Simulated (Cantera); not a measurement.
Transport properties of process gases

Gas mixture: O2 : N2O = 0.27 : 0.84 (molar parts), at 110 Pa, frozen composition.

Cantera's kinetic-theory transport with the Lennard-Jones parameters of GRI-Mech 3.0, ideal gas; thermal conductivity in the mixture-averaged form. The composition is frozen, though it would react at the higher temperatures.

| T (K) | ρ (kg/m³) | cp (J/kg/K) | μ (µPa s) | λ (mW/m/K) | Pr | D (cm²/s) C2H2 | D (cm²/s) NH3 | D (cm²/s) OH |
|---|---|---|---|---|---|---|---|---|
| 400 | 0.00136 | 964.8 | 20.6 | 27.3 | 0.728 | 206 | 278 | 401 |
| 550 | 0.000988 | 1057 | 26.8 | 38.7 | 0.730 | 368 | 510 | 697 |
| 700 | 0.000777 | 1128 | 32.2 | 49.6 | 0.732 | 563 | 797 | 1050 |
| 850 | 0.000640 | 1182 | 37.1 | 59.7 | 0.734 | 790 | 1130 | 1460 |
| 1000 | 0.000544 | 1224 | 41.6 | 69.3 | 0.734 | 1040 | 1510 | 1920 |
| 1150 | 0.000473 | 1252 | 45.8 | 78.3 | 0.732 | 1320 | 1930 | 2430 |
| 1300 | 0.000418 | 1276 | 49.8 | 86.9 | 0.731 | 1630 | 2390 | 2980 |
D: mixture-averaged diffusion coefficient of that species in the mixture.
